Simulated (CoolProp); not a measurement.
Computed with CoolProp (reference Helmholtz-energy equation of state, Zhou 2012).

### Question
For m-xylene, give the phase and the cp (kJ/(kg K)), isothermal compressibility (1/MPa), conductivity (mW/(m K)), fugacity coefficient at 218.05 °C and 14.4 bar.

### Answer
- 218.05 °C and 14.4 bar: liquid; cp 2.44, isothermal compressibility 0.00493, conductivity 85.3, fugacity coefficient 0.361

Thermal conductivity comes from a separate model (Mylona 2014).
